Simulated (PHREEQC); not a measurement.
Solution (75 °C): 0.15 mol/kgw HF, 0.23 mol/kgw NaF, 0.00082 mol/kgw H2SiF6 and 0.007 mol/kgw CO2. Closed to the air; pH follows from the charge balance.

The numbers come from PHREEQC with the ion-association model, wateq4f.dat.

### Question
The ionic strength comes out as 0.222 mol/kgw. What activity coefficients do HCO3-, SiF6-2, H+, F-, Na+ get?

### Answer
HCO3- 0.72, SiF6-2 0.26, H+ 0.78, F- 0.67, Na+ 0.71.

This is a speciation only: nothing precipitates in the calculation. Complexes and solids missing from the database can't appear. Constants without temperature data keep their 25 °C values here. SiF6-2 is the database's only silicon fluoride.
